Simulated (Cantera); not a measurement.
A Cantera script and what it prints.

```python
import numpy as np
import cantera as ct

gas_names = """
    CL CL2 H HCL H2 Si SiCL SiCL2 SiCL3 SiCL4 SiH SiHCL3 SiH2 SiH2CL2 SiH3 SiH3CL SiH4 Si2 Si3
""".split()
cond_names = """
    Si(cr) Si(L)
""".split()


# ... load() reads the species with a 1 bar reference pressure and builds the phases ...
atoms = {
    'Si2H6': {'Si': 2, 'H': 6},
    'Cl2': {'CL': 2},
    'H2': {'H': 2},
}
top_T = {}  # K; cautious upper limits of use, not melting points


# ... equilibrate(T, P, feed) seeds the gas with the atoms and calls Mixture.equilibrate('TP', solver="vcs", rtol=1e-11, max_steps=5000) ...
results = []
feed = {'Si2H6': 1, 'Cl2': 0.35, 'H2': 170}  # mol
T = 1073  # K
P = 400  # Pa
mix = equilibrate(T, P, feed)
results.append((T, P, feed, dict(zip(mix.species_names, mix.species_moles))))
print(gas.report(threshold=1e-06))
for i in range(1, mix.n_phases):
    print(f"{mix.phase(i).name:16s} {mix.phase_moles(i):12.5e} mol")
```

Output:

```
       temperature   1073 K
          pressure   400 Pa
           density   9.6668e-05 kg/m^3
  mean mol. weight   2.156 kg/kmol
   phase of matter   gas

                          1 kg             1 kmol
                     ---------------   ---------------
          enthalpy         1.045e+07        2.2531e+07  J
   internal energy        6.3123e+06         1.361e+07  J
           entropy             99595        2.1473e+05  J/K
    Gibbs function       -9.6415e+07       -2.0788e+08  J
 heat capacity c_p             14154             30516  J/K
 heat capacity c_v             10297             22202  J/K

                      mass frac. Y      mole frac. X     chem. pot. / RT
                     ---------------   ---------------   ---------------
               HCL          0.067073         0.0039665           -45.857
                H2            0.9313             0.996           -23.209
             SiCL2         0.0014115        3.0745e-05           -72.317
            SiHCL3        8.9969e-05        1.4322e-06           -118.17
     [  +15 minor]         0.0001214        2.1986e-06

Si(cr)            1.99408e+00 mol
```

Equilibrium computed with Cantera from the NASA thermochemical tables; the gas is ideal and each condensed phase is pure. The feed counts by its element totals alone.
